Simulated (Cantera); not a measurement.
Charge: 1 mol MgCl2, 77 mol H2, equilibrated at 2.10e-5 bar.

Method: chemical equilibrium by Gibbs-energy minimisation in Cantera with the NASA 1993 tables (ideal gas, pure condensed phases). Candidate condensed phases: Mg, MgCl2; 10 gas species. The numbers say what is thermodynamically allowed, not how fast it happens.

Question: At 1498 K, list the 7 most abundant gas species with their mole fractions, and the condensed phases.

Answer: H2 0.960, HCl 0.0235, Mg 0.0118, H 0.00367, MgCl2 0.000828, Cl 7.26e-5, MgCl 4.40e-5. Condensed: gas only.
